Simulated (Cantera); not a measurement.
Charge: 1 mol Fe₃O₄, 0.94 mol CH₄, 1.5 mol N₂, held at 75.0 Torr.

These are equilibrium values from Cantera (NASA tables, ideal gas, pure condensed phases), not measurements of a reactor. Candidate condensed phases: C, C₆H₆, C₇H₈, C₈H₁₈, Fe, Fe(CO)₅, FeO, Fe(OH)₂, Fe(OH)₃, Fe₂O₃, Fe₃O₄, H₂O; 140 gas species. Each liquid is taken as pure. Mutual solubility and eutectic melting of coexisting phases are not modelled. The tables' stoichiometric FeO is somewhat more stable than real wüstite, so its field is too wide. FeO: taken at fixed stoichiometry. Kinetics and transport are ignored. All values below are at 1600 °C.

Base state: N₂ 0.347, H₂ 0.297, CO 0.195, H₂O 0.137, CO₂ 0.0219, H 0.00111, Fe 0.000791, OH 3.97e-5 (mole fractions); condensed: Fe(l) + FeO(l).

What changes in the equilibrium state with this change: pressure from 75.0 Torr to 4130 Torr?


```csv
species,before,after
N₂,0.347,0.347
H₂,0.297,0.298
CO,0.195,0.196
H,0.00111,0.000150
Fe,0.000791,1.44e-5
H₂O,0.137,0.137
CO₂,0.0219,0.0219
Fe(OH)₂,2.93e-5,2.93e-5
NH₃,2.41e-7,1.33e-5
OH,3.97e-5,5.36e-6
"Fe(l), mol",0.623,0.627
"FeO(l), mol",2.37,2.37
```
